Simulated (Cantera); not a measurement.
Charge: 1 mol Ca(OH)2, 2.2 mol H2O, 0.1 mol CO2, equilibrated at 0.0240 bar.

Cantera equilibrium calculation (NASA polynomials, part measured and part estimated; ideal gas, pure solids and liquids). Candidate condensed phases: C, C6H6, C7H8, C8H18, Ca, CaCO3, CaO, Ca(OH)2, H2O; 115 gas species. Equilibrium is a limit: real reactors are often held back by kinetics, nucleation or transport.

**Question.** At 1650 °C, list the 7 most abundant gas species with their mole fractions, and the condensed phases.

**Answer.** H2O 0.946, CO2 0.0284, H2 0.0124, O2 0.00599, OH 0.00444, CO 0.00161, H 0.000678. Condensed: CaO(s).
